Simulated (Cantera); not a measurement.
Charge: 1 mol CH4, 0.061 mol H2O, 84 mol H2, a varied amount of CO2, equilibrated at 3.00 mbar.

These are equilibrium values from Cantera (NASA tables, ideal gas, pure condensed phases), not measurements of a reactor. Candidate condensed phases: C, C6H6, C7H8, C8H18, H2O; 110 gas species. Rates play no part.

Problem. What condenses at these points (T in K, n(CO2) in mol): (1925, 1.6); (2100, 1); (2025, 0.35); (2000, 0.83); (1900, 1.6)?

Solution. 
| T (K) | n(CO2) in mol | condensed phases | C condensed (%) |
|---|---|---|---|
| 1925 | 1.6 | gas only | 0.0 |
| 2100 | 1 | gas only | 0.0 |
| 2025 | 0.35 | C | 32.3 |
| 2000 | 0.83 | gas only | 0.0 |
| 1900 | 1.6 | gas only | 0.0 |
